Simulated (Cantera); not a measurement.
Input: 1 mol Pb, 3.9 mol H₂, equilibrated at 1130 Torr.

Cantera equilibrium calculation (NASA polynomials, part measured and part estimated; ideal gas, pure solids and liquids). Candidate condensed phases: Pb; 4 gas species. Equilibrium is a limit: real reactors are often held back by kinetics, nucleation or transport. All values below are at 577 °C.

Base state: H₂ 1.00 (mole fractions); condensed: Pb(l).

Question: What changes in the equilibrium state with this change: Pb replaced by HgO?

Answer: 
```json
[
 {"species": "H₂", "before": "1.00", "after": "0.592"},
 {"species": "H₂O", "before": "0", "after": "0.204"},
 {"species": "Hg", "before": "0", "after": "0.204"},
 {"species": "Pb(l), mol", "before": "1.000", "after": "0"}
]
```
Further candidate phases: H₂O, Hg, HgO.
